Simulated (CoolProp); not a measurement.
Nitrogen at 293.15 K and 9.53 MPa flows at 7.3 m/s in a round tube of 4.6 mm bore and 45 µm roughness, fully developed (64/Re and Nu = 3.66 if laminar; Colebrook and Gnielinski if turbulent). Each further row changes one setting.

The numbers come from the reference Helmholtz-energy equation of state, Span 2000 in CoolProp.

| case | Reynolds number | Darcy friction factor | pressure drop (Pa/m) | heat-transfer coefficient (W/(m² K)) | mass flow (kg/h) |
|---|---|---|---|---|---|
| as stated | 188000 | 0.0380 | 24100 | 5260 | 47.9 |
| velocity 14.6 m/s | 376000 | 0.0378 | 95900 | 10500 | 95.7 |
| diameter 9.2 mm | 376000 | 0.0304 | 9660 | 4160 | 191 |

Viscosity comes from a separate model (Lemmon 2004). Thermal conductivity comes from a separate model (Lemmon 2004).
